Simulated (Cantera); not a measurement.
**Low-pressure radical oxidation in H2/O2**

An isothermal, constant-pressure homogeneous reactor starts with 0.288 % H₂, 33.1 % O₂, 66.2 % N₂, 0.430 % H₂O, equivalence ratio 0.0043, at 1325 K and 20.0 Torr.

Detailed kinetics in Cantera: GRI-Mech 3.0 (53 species, 325 reactions). Radical loss at walls, strong at low pressure, is not modelled.

| t (s) | x H₂ | x O₂ | x NO | x H | x N₂O |
|---|---|---|---|---|---|
| 1.00e-5 | 0.00288 | 0.331 | <1e-12 | 1.31e-10 | <1e-12 |
| 3.13e-5 | 0.00288 | 0.331 | <1e-12 | 3.20e-10 | <1e-12 |
| 9.83e-5 | 0.00288 | 0.331 | <1e-12 | 5.76e-10 | <1e-12 |
| 0.000308 | 0.00288 | 0.331 | <1e-12 | 9.72e-10 | <1e-12 |
| 0.000965 | 0.00288 | 0.331 | <1e-12 | 3.29e-9 | <1e-12 |
| 0.00303 | 0.00288 | 0.331 | <1e-12 | 8.96e-8 | <1e-12 |
| 0.00949 | 0.000421 | 0.329 | 2.80e-10 | 0.000145 | 1.21e-9 |
| 0.0297 | 2.20e-5 | 0.328 | 5.33e-9 | 0.000101 | 1.47e-8 |
| 0.0932 | 1.58e-5 | 0.329 | 1.97e-8 | 6.13e-5 | 3.13e-8 |
| 0.292 | 7.23e-6 | 0.329 | 4.49e-8 | 1.87e-5 | 4.09e-8 |
| 0.916 | 1.81e-6 | 0.330 | 6.93e-8 | 2.33e-6 | 4.57e-8 |
| 2.87 | 3.19e-7 | 0.330 | 8.47e-8 | 1.73e-7 | 4.51e-8 |
| 9.00 | 5.87e-8 | 0.330 | 9.22e-8 | 1.37e-8 | 3.41e-8 |
x: mole fraction; the columns are a selection and need not sum to one.

Equilibrium at this temperature and pressure: H₂ 1.04e-8, O₂ 0.330, NO 0.000536, H 1.03e-9, N₂O 5.26e-9 (gas phase only).
